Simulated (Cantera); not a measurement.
Mixture: H₂ : O₂ : N₂ = 1 : 0.794 : 2.98 (molar parts), at 4.93 atm, adiabatic and at constant volume. Ignition delay is the time to a rise of 400 K.

Computed with Cantera and GRI-Mech 3.0 (53 species, 325 reactions). The hydrogen kinetics of GRI-Mech 3.0 are dated; newer H2 mechanisms differ, most at raised pressure. Where the delays flatten at high temperature, the 400 K rule measures the pace of heat release, not the induction time.

### Question
Predict: delay at 1400 K; delay at 1475 K; delay at 1550 K; delay at 1625 K; delay at 1700 K.

### Answer
* **delay at 1400 K**: 4.03 µs
* **delay at 1475 K**: 3.05 µs
* **delay at 1550 K**: 2.44 µs
* **delay at 1625 K**: 2.03 µs
* **delay at 1700 K**: 1.76 µs
